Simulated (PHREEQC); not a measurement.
**Phosphoric acid bath**

Make-up at 25 °C: 42 mmol/kgw KH2PO4 and 0.26 mmol/kgw H2SO4. Closed to the air; pH follows from the charge balance.

The numbers come from PHREEQC with the ion-association model, phreeqc.dat.

Each row changes one thing in this solution. No solid was allowed to form.

```json
[
 {"case": "as made", "pH": "4.04", "ionic strength (mol/kgw)": "0.0423", "H3PO4 (mol/kgw)": "0.000463", "HPO4-2 (mol/kgw)": "4.86e-5", "KHPO4- (mol/kgw)": "1.90e-6"},
 {"case": "diluted 5-fold with water", "pH": "4.28", "ionic strength (mol/kgw)": "0.00852", "H3PO4 (mol/kgw)": "5.91e-5", "HPO4-2 (mol/kgw)": "1.29e-5", "KHPO4- (mol/kgw)": "1.45e-7"},
 {"case": "H2SO4 from 0.00026 to 0.00013 mol/kgw", "pH": "4.26", "ionic strength (mol/kgw)": "0.0422", "H3PO4 (mol/kgw)": "0.000280", "HPO4-2 (mol/kgw)": "8.10e-5", "KHPO4- (mol/kgw)": "3.17e-6"},
 {"case": "H2SO4 left out", "pH": "4.57", "ionic strength (mol/kgw)": "0.0422", "H3PO4 (mol/kgw)": "0.000139", "HPO4-2 (mol/kgw)": "0.000164", "KHPO4- (mol/kgw)": "6.41e-6"},
 {"case": "diluted 2-fold with water", "pH": "4.12", "ionic strength (mol/kgw)": "0.0212", "H3PO4 (mol/kgw)": "0.000201", "HPO4-2 (mol/kgw)": "2.59e-5", "KHPO4- (mol/kgw)": "6.04e-7"},
 {"case": "0.015 mol/kgw NaCl added", "pH": "4.03", "ionic strength (mol/kgw)": "0.0573", "H3PO4 (mol/kgw)": "0.000462", "HPO4-2 (mol/kgw)": "5.08e-5", "KHPO4- (mol/kgw)": "1.81e-6"},
 {"case": "temperature from 25 to 85 °C", "pH": "4.21", "ionic strength (mol/kgw)": "0.0423", "H3PO4 (mol/kgw)": "0.000550", "HPO4-2 (mol/kgw)": "0.000102", "KHPO4- (mol/kgw)": "3.64e-6"},
 {"case": "diluted 10-fold with water", "pH": "4.43", "ionic strength (mol/kgw)": "0.00427", "H3PO4 (mol/kgw)": "2.12e-5", "HPO4-2 (mol/kgw)": "8.62e-6", "KHPO4- (mol/kgw)": "5.34e-8"}
]
```

Complexes and solids missing from the database can't appear. Constants without temperature data keep their 25 °C values here.
